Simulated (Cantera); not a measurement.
A closed system holds: 1 mol AlCl3, 8.5 mol O2, 2.8 mol N2, held at 1677 °C and 1000 Pa.

Method: chemical equilibrium by Gibbs-energy minimisation in Cantera with the NASA 1993 tables (ideal gas, pure condensed phases). Candidate condensed phases: Al, AlCl3, AlN, Al2O3; 24 gas species. Equilibrium is a limit: real reactors are often held back by kinetics, nucleation or transport.

Base state: O2 0.567, Cl 0.218, N2 0.204, NO 0.00556, O 0.00340, Cl2 0.00130, ClO 0.000258, AlOCl 1.31e-5 (mole fractions); condensed: Al2O3(s).

Problem. What changes in the equilibrium state with this change: N2 from 2.8 to 360 mol?

Solution. 
| species | before | after |
|---|---|---|
| N2 | 0.204 | 0.970 |
| O2 | 0.567 | 0.0195 |
| Cl | 0.218 | 0.00808 |
| AlOCl | 1.31e-5 | 1.12e-6 |
| Cl2 | 0.00130 | 1.78e-6 |
| ClO | 0.000258 | 1.77e-6 |
| O | 0.00340 | 0.000630 |
| Al2O3(s), mol | 0.500 | 0.500 |

Problem. What changes in the equilibrium state with this change: temperature from 1677 °C to 1002 °C?

Solution. 
```json
[
 {"species": "O2", "before": "0.567", "after": "0.633"},
 {"species": "N2", "before": "0.204", "after": "0.228"},
 {"species": "Cl2", "before": "0.00130", "after": "0.106"},
 {"species": "Cl", "before": "0.218", "after": "0.0322"},
 {"species": "AlOCl", "before": "1.31e-5", "after": "<1e-9"},
 {"species": "O", "before": "0.00340", "after": "8.88e-7"},
 {"species": "NO", "before": "0.00556", "after": "0.000313"},
 {"species": "ClO", "before": "0.000258", "after": "8.80e-5"},
 {"species": "Al2O3(s), mol", "before": "0.500", "after": "0.500"}
]
```
